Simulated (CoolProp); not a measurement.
The fluoroketone C6F12O (FK-5-1-12) at 293.15 K and 8.94 MPa is throttled through a valve to 0.379 MPa with no heat exchange. Each further row changes one setting.

Computed with CoolProp (reference Helmholtz-energy equation of state, McLinden 2015).

| case | temperature change (K) |
|---|---|
| as stated | +2.4 |
| outlet pressure 0.114 MPa | +2.5 |
| outlet pressure 0.493 MPa | +2.4 |
